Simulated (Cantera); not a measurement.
## Adiabatic ignition

An adiabatic, constant-pressure homogeneous reactor starts with H2 : O2 : N2 = 1 : 0.357 : 0.99 (molar parts), equivalence ratio 1.4, at 1000 K and 640000 Pa.

Detailed kinetics in Cantera: GRI-Mech 3.0 (53 species, 325 reactions). The hydrogen kinetics of GRI-Mech 3.0 are dated; newer H2 mechanisms differ, most at raised pressure.

```csv
t (s),T (K),x H2,x O2,x O,x H2O,x H2O2,x NO
6.00e-6,1000,0.426,0.152,6.26e-12,4.75e-10,2.46e-11,<1e-12
1.91e-5,1000,0.426,0.152,6.65e-12,1.63e-9,2.58e-10,<1e-12
6.06e-5,1000,0.426,0.152,7.96e-12,5.85e-9,2.65e-9,<1e-12
0.000192,1000,0.426,0.152,1.29e-11,2.67e-8,2.69e-8,<1e-12
0.000612,1000,0.426,0.152,3.95e-11,2.42e-7,3.01e-7,<1e-12
0.00194,1000,0.426,0.152,4.65e-10,8.03e-6,7.06e-6,<1e-12
0.00617,1012,0.425,0.151,1.89e-8,0.00131,0.000395,<1e-12
0.0196,2927,0.144,0.00103,0.00112,0.332,4.18e-7,0.00241
0.0623,2927,0.144,0.00103,0.00112,0.332,4.18e-7,0.00241
0.198,2927,0.144,0.00103,0.00112,0.332,4.18e-7,0.00241
0.629,2927,0.144,0.00103,0.00112,0.332,4.18e-7,0.00241
2.00,2927,0.144,0.00103,0.00112,0.332,4.18e-7,0.00241
```
x: mole fraction; the columns are a selection and need not sum to one.

```
Item                                                                 Value
---------------------------------  ---------------------------------------
time of steepest temperature rise                                  8.07 ms
temperature at 2.00 s                                               2927 K
equilibrium temperature                                             2927 K
x(H2) at 2.00 s                        0.144 (gas-phase equilibrium 0.144)
x(O2) at 2.00 s                    0.00103 (gas-phase equilibrium 0.00103)
x(O) at 2.00 s                     0.00112 (gas-phase equilibrium 0.00112)
```
